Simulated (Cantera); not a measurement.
Ignition delay

Mixture: 12.0 % CH4, 18.5 % O2, 69.5 % N2, at 5.60 bar, adiabatic and at constant pressure. Ignition delay is the time to a rise of 400 K.

Model: GRI-Mech 3.0 (53 species, 325 reactions), integrated in Cantera.

```tsv
T0 (K)	delay (ms)
1075	56.1
1125	27.6
1175	14.1
1225	7.41
1275	4.02
1325	2.23
1375	1.27
1425	0.742
```

apparent activation energy between 1325 and 1425 K: 170 kJ/mol
